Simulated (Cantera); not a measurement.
## Ta + O₂ + H₂ (tantalum, niobium, vanadium and zirconium in process gases)

Charge: 1 mol Ta, 0.02 mol O₂, 200 mol H₂, equilibrated at 26.0 mbar.

Method: chemical equilibrium by Gibbs-energy minimisation in Cantera with the NASA 1993 tables (ideal gas, pure condensed phases). Candidate condensed phases: H₂O, Ta, Ta₂O₅; 12 gas species. Mutual solubility and eutectic melting of coexisting phases are not modelled. Condensed phases not in the tables: N, O or C dissolved in the metal. Equilibrium is a limit: real reactors are often held back by kinetics, nucleation or transport.

From 1200 K to 1600 K the condensed part is Ta(s) + Ta₂O₅(s). At 1650 K the condensed part is Ta(s).

| T (K) | log p H₂ | log p H | log p H₂O | log p TaO₂ | log p OH | log p TaO | n Ta(s) | n Ta₂O₅(s) |
|---|---|---|---|---|---|---|---|---|
| 1200 | -1.59 | -7.50 | -6.94 | <-13 | <-13 | <-13 | 0.984 | 0.00782 |
| 1250 | -1.59 | -7.11 | -6.67 | <-13 | <-13 | <-13 | 0.985 | 0.00767 |
| 1300 | -1.59 | -6.75 | -6.43 | <-13 | -13.47 | <-13 | 0.985 | 0.00742 |
| 1350 | -1.59 | -6.42 | -6.20 | -13.38 | -12.82 | <-13 | 0.986 | 0.00703 |
| 1400 | -1.59 | -6.11 | -5.99 | -12.55 | -12.21 | -13.20 | 0.987 | 0.00642 |
| 1450 | -1.59 | -5.82 | -5.79 | -11.79 | -11.65 | -12.45 | 0.989 | 0.00552 |
| 1500 | -1.59 | -5.55 | -5.61 | -11.08 | -11.12 | -11.75 | 0.992 | 0.00424 |
| 1550 | -1.59 | -5.29 | -5.44 | -10.41 | -10.63 | -11.09 | 0.995 | 0.00246 |
| 1600 | -1.59 | -5.06 | -5.29 | -9.79 | -10.16 | -10.48 | 1.000 | 2.87e-5 |
| 1650 | -1.59 | -4.83 | -5.28 | -9.50 | -9.88 | -10.05 | 1.000 | 0 |
log p: log10 of the partial pressure in bar; n: condensed amount in mol.
